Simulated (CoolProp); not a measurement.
n-butane at 293.15 K and 11.8 MPa is throttled through a valve to 5.79 MPa with no heat exchange. Each further row changes one setting.

Computed with CoolProp (reference Helmholtz-energy equation of state, Bücker 2006).

```tsv
case	temperature change (K)	final density (kg/m³)
as stated	___	___
outlet pressure 1.74 MPa	+3.4	___
outlet pressure 7.53 MPa	___	___
```

What belongs in the gaps?


- as stated, temperature change (K): +2.1
- as stated, final density (kg/m³): 585
- outlet pressure 1.74 MPa, final density (kg/m³): 577
- outlet pressure 7.53 MPa, temperature change (K): +1.5
- outlet pressure 7.53 MPa, final density (kg/m³): 588
